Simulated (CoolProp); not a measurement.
A simple Rankine cycle with R11: condensing at 292.15 K, boiler at 2.96 MPa, turbine inlet 449.1 K, turbine efficiency 0.65, pump efficiency 0.6, no recuperator. Each further row changes one setting.

Values from CoolProp's reference Helmholtz-energy equation of state, Jacobsen 1992.

```tsv
case	thermal efficiency (%)	net work (kJ/kg)	heat in (kJ/kg)	turbine exit temperature (K)	volume ratio over the turbine
as stated	16.1	39.3	244	328.1	39.7
turbine inlet 469.1 K	[?]	43.8	264	353.6	[?]
condensing temperature 284.15 K	17.0	[?]	251	322.0	[?]
boiler pressure 2.07 MPa	15.5	40.4	[?]	[?]	24.1
turbine efficiency 0.55	[?]	32.7	244	338.7	[?]
```

Complete the blanks.


- turbine inlet 469.1 K, thermal efficiency (%): 16.6
- turbine inlet 469.1 K, volume ratio over the turbine: 36.3
- condensing temperature 284.15 K, net work (kJ/kg): 42.6
- condensing temperature 284.15 K, volume ratio over the turbine: 53.1
- boiler pressure 2.07 MPa, heat in (kJ/kg): 260
- boiler pressure 2.07 MPa, turbine exit temperature (K): 352.4
- turbine efficiency 0.55, thermal efficiency (%): 13.4
- turbine efficiency 0.55, volume ratio over the turbine: 41.1
